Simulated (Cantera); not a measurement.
Charge: 1 mol Si2Cl6, 4.8 mol NH3, 2 mol N2, held at 1425 °C and 6100 Pa.

Cantera equilibrium calculation (NASA polynomials, part measured and part estimated; ideal gas, pure solids and liquids). The feed counts by its element totals alone. The tables' values for SiCl3, SiCl are old estimates; treat these amounts as uncertain. Kinetics and transport are ignored.

| species | before | after |
|---|---|---|
| H2 | 0.398 | 0.417 |
| N2 | 0.282 | 0.301 |
| HCl | 0.223 | 0.147 |
| SiCl2 | 0.0889 | 0.128 |
| Si2N | 6.05e-8 | 2.67e-5 |
| Si | 2.12e-6 | 0.000530 |
| SiH | 5.15e-7 | 6.08e-5 |
| SiN | 1.70e-7 | 1.98e-5 |
| SiH2 | 1.10e-6 | 3.83e-5 |
| SiCl | 3.05e-5 | 0.00100 |
| Si3N4(s), mol | 0.213 | 0 |
| Si(l), mol | 0 | 0.0779 |
Gas species are given as mole fractions.

Q: What was changed between the two runs?
A) temperature from 1425 °C to 1025 °C
B) pressure from 6100 Pa to 1330 Pa
C) temperature from 1425 °C to 1702 °C
D) pressure from 6100 Pa to 10000 Pa

A: C, temperature from 1425 °C to 1702 °C. The tables' values for SiCl3, SiCl, SiN are old estimates; treat these amounts as uncertain. Gases not in the tables: Si2H6 and higher silanes
